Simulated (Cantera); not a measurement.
Charge: 1 mol Al, 41 mol H₂O, 12 mol H₂, held at 42.8 Torr.

These are equilibrium values from Cantera (NASA tables, ideal gas, pure condensed phases), not measurements of a reactor. Candidate condensed phases: Al, Al₂O₃, H₂O; 19 gas species. Gases not in the tables: Al(OH)₃. Equilibrium is a limit: real reactors are often held back by kinetics, nucleation or transport.

### Question
At 1175 °C, list the 3 most abundant gas species with their mole fractions, and the condensed phases.

### Answer
H₂O 0.745, H₂ 0.255, H 1.95e-5. Condensed: Al₂O₃(s).
